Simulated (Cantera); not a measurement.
Input (Python, Cantera):

```python
import numpy as np
import cantera as ct

gas = ct.Solution("gri30.yaml")
gas.TPX = 1375, 500000, {'CH4': 1, 'CO': 0.74, 'O2': 0.988, 'N2': 3.71}
reactor = ct.IdealGasReactor(gas, energy="on", clone=False)
net = ct.ReactorNet([reactor])
net.rtol, net.atol = 1e-08, 1e-16
show = ['CH4', 'CO', 'O2', 'HCO', 'N2O']
times = np.geomspace(4e-06, 0.8, 15)

steps = ct.SolutionArray(gas, extra=["t"])
rows = []
print(f"{'t/s':>10s}{'T/K':>9s}{'P/Pa':>11s}" + "".join(f"{s:>11s}" for s in show))
for t in times:
    while net.time < t:
        t_next = net.step()
        steps.append(gas.state, t=t_next)
    rows.append([np.interp(t, steps.t, y) for y in (steps.T, steps.P, *steps(*show).X.T)])
    print(f"{t:10.3e}{rows[-1][0]:9.1f}{rows[-1][1]:11.4g}" + "".join(f"{x:11.3e}" for x in rows[-1][2:]))
rate = np.gradient(steps.T, steps.t)
print("integrator steps:", len(steps.t))
if steps.T.max() > steps.T[0] + 200:
    print(f"time of steepest temperature rise: {steps.t[rate.argmax()]:.4e} s")
gas.TPX = 1375, 500000, {'CH4': 1, 'CO': 0.74, 'O2': 0.988, 'N2': 3.71}
gas.equilibrate("UV")
print(f"equilibrium (UV): T = {gas.T:.1f} K  " + "  ".join(f"{s} {gas[s].X[0]:.3e}" for s in show))
```

Result:

```
       t/s      T/K       P/Pa        CH4         CO         O2        HCO        N2O
 4.000e-06   1375.0      5e+05  1.553e-01  1.149e-01  1.535e-01  1.920e-12  4.491e-13
 9.565e-06   1375.0      5e+05  1.553e-01  1.149e-01  1.535e-01  3.477e-12  1.619e-12
 2.287e-05   1375.0      5e+05  1.553e-01  1.149e-01  1.535e-01  8.474e-12  5.424e-12
 5.470e-05   1375.1      5e+05  1.553e-01  1.149e-01  1.534e-01  4.539e-11  1.651e-11
 1.308e-04   1375.4  5.001e+05  1.552e-01  1.149e-01  1.534e-01  2.949e-10  5.118e-11
 3.128e-04   1376.8  5.006e+05  1.550e-01  1.149e-01  1.533e-01  1.171e-09  1.676e-10
 7.480e-04   1381.9  5.025e+05  1.542e-01  1.148e-01  1.527e-01  4.097e-09  6.391e-10
 1.789e-03   1413.2  5.138e+05  1.498e-01  1.148e-01  1.495e-01  2.405e-08  3.955e-09
 4.278e-03   2620.4  1.106e+06  1.886e-09  2.107e-01  4.614e-06  1.396e-06  1.616e-08
 1.023e-02   2620.5  1.106e+06  1.879e-09  2.107e-01  4.620e-06  1.397e-06  1.544e-08
 2.446e-02   2620.5  1.106e+06  1.879e-09  2.107e-01  4.620e-06  1.397e-06  1.544e-08
 5.850e-02   2620.5  1.106e+06  1.879e-09  2.107e-01  4.620e-06  1.397e-06  1.544e-08
 1.399e-01   2620.5  1.106e+06  1.879e-09  2.107e-01  4.620e-06  1.397e-06  1.544e-08
 3.345e-01   2620.5  1.106e+06  1.879e-09  2.107e-01  4.620e-06  1.397e-06  1.544e-08
 8.000e-01   2620.5  1.106e+06  1.879e-09  2.107e-01  4.620e-06  1.397e-06  1.544e-08
integrator steps: 2355
time of steepest temperature rise: 2.6669e-03 s
equilibrium (UV): T = 2620.5 K  CH4 2.094e-09  CO 2.107e-01  O2 4.620e-06  HCO 1.397e-06  N2O 1.544e-08
```

Model: GRI-Mech 3.0 (53 species, 325 reactions), integrated in Cantera.
